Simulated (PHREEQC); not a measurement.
# Copper plating or etch bath: an equilibrium model

Solution (10 °C): 62 mmol/kgw Cu(NO3)2, 130 mmol/kgw H2SO4 and 170 mmol/kgw NaCl. Closed to the air; pH follows from the charge balance.

Model: ion-association model, wateq4f.dat, run in PHREEQC.

Each row changes one thing in this solution. No solid was allowed to form.

```csv
case,pH,ionic strength (mol/kgw),HSO4- (mol/kgw),Cu+2 (mol/kgw),SO4-2 (mol/kgw),CuSO4 (mol/kgw),SI of Chalcanthite (CuSO4:5H2O),SI of Tenorite (CuO)
as made,0.87,0.514,0.0853,0.0477,0.0284,0.0118,-1.48,-8.39
diluted 5-fold with water,1.48,0.113,0.0120,…,0.0107,0.00265,-2.14,-7.67
0.0026 mol/kgw HNO3 added,0.87,0.516,0.0856,0.0478,0.0282,0.0116,-1.48,-8.40
NaCl left out,0.87,0.339,0.0889,0.0471,…,0.0149,-1.38,-8.34
diluted 2-fold with water,1.14,0.267,0.0376,0.0238,0.0190,0.00647,-1.74,-8.08
H2SO4 from 0.13 to 0.117 mol/kgw,…,0.498,0.0744,0.0480,0.0268,0.0114,-1.49,-8.30
```

Complete the blanks.


- diluted 5-fold with water, Cu+2 (mol/kgw): 0.00959
- NaCl left out, SO4-2 (mol/kgw): 0.0263
- H2SO4 from 0.13 to 0.117 mol/kgw, pH: 0.91

Complexes and solids missing from the database can't appear. Constants without temperature data keep their 25 °C values here.
